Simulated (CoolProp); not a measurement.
Properties of sulfur hexafluoride at several states (Tc = 45.6 °C, pc = 3755 kPa, ω = 0.210).

Computed with CoolProp (reference Helmholtz-energy equation of state, Guder 2009).

```
T (°C)  p (kPa)  phase  density (kg/m³)  speed of sound (m/s)  conductivity (mW/(m K))
------  -------  -----  ---------------  --------------------  -----------------------
139.75     1420    gas            63.71                 152.4                      ___
302.55      320    gas            9.788                   ___                      ___
150.25     17.4    gas           0.7223                 160.9                     22.2
177.15     12.3    gas           0.4800                 165.8                     24.1
38.25       641    gas            38.66                   ___                     14.3
```

Q: Fill in the missing entries.

A: 
- 139.75, conductivity (mW/(m K)): 22.8
- 302.55, speed of sound (m/s): 186.6
- 302.55, conductivity (mW/(m K)): 32.9
- 38.25, speed of sound (m/s): 131.6

Thermal conductivity comes from a separate model (Assael 2012).
